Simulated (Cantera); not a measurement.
A closed system holds: 1 mol c-C4F8, 0.63 mol F2, 0.18 mol H2, at 3325 K and 1.33 mbar.

These are equilibrium values from Cantera (NASA tables, ideal gas, pure condensed phases), not measurements of a reactor. Candidate condensed phases: C, C6H6, C7H8, C8H18; 95 gas species. The feed counts by its element totals alone. Kinetics and transport are ignored.

Base state: F 0.743, C 0.126, C3 0.0446, CF 0.0320, C2 0.0237, H 0.0189, HF 0.0117, CF2 0.000213 (mole fractions); condensed: gas only.

Q: What changes in the equilibrium state with this change: 0.71 mol HCl added?

A: 
```tsv
species	before	after
F	0.743	0.656
C	0.126	0.120
Cl	0	0.0545
H	0.0189	0.0530
HF	0.0117	0.0291
CF	0.0320	0.0270
C3	0.0446	0.0388
C2	0.0237	0.0216
HCl	0	3.81e-5
H2	3.13e-6	2.48e-5
C2H	2.97e-5	7.61e-5
CF2	0.000213	0.000158
```
